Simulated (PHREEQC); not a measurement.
Dissolve 0.0095 mol/kgw NaHF2, 0.0009 mol/kgw NH4F and 0.0026 mol/kgw (NH4)2SiF6 at 25 °C. Closed to the air; pH follows from the charge balance.

All values are PHREEQC results (ion-association model, phreeqc.dat), not measurements.

```json
{
 "pH": "3.21",
 "ionic_strength": "0.0188 mol/kgw",
 "total_alkalinity": "-19.9 meq/kg"
}
```

```tsv
species	molality	activity	log γ
F-	0.0107	0.00930	-0.060
Na+	0.00946	0.00828	-0.058
HF	0.00847	0.00851	0.002
NH4+	0.00610	0.00528	-0.063
SiF6-2	0.00260	0.00154	-0.229
H+	0.000684	0.000610	-0.050
HF2-	0.000347	0.000304	-0.059
NaF	4.41e-5	4.43e-5	0.002
H4SiO4	1.13e-8	1.13e-8	0.002
NH3	4.91e-9	4.93e-9	0.002
```

This is a speciation only: nothing precipitates in the calculation. SiF6-2 is the database's only silicon fluoride.
